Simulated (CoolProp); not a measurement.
1,2-dichloroethane along the isobar 3.11 MPa: density (kg/m³) from the reference equation and from simpler models built on Tc = 288.4 °C, pc = 5.226 MPa, ω = 0.269; each cubic takes its own stable root.

Model: reference Helmholtz-energy equation of state, Thol 2015, in CoolProp.

```tsv
T (°C)	phase	reference	Soave-Redlich-Kwong	Peng-Robinson
86.15	liquid	1157	1014	1145
96.55	liquid	1141	999.6	1129
106.95	liquid	1124	984.6	1113
117.35	liquid	1106	968.7	1095
127.65	liquid	1089	952.3	1077
138.05	liquid	1070	934.8	1058
148.45	liquid	1051	916.3	1037
158.85	liquid	1031	896.8	1016
169.25	liquid	1011	876.1	992.5
179.65	liquid	989.3	853.9	967.6
190.05	liquid	966.8	830.2	940.8
```
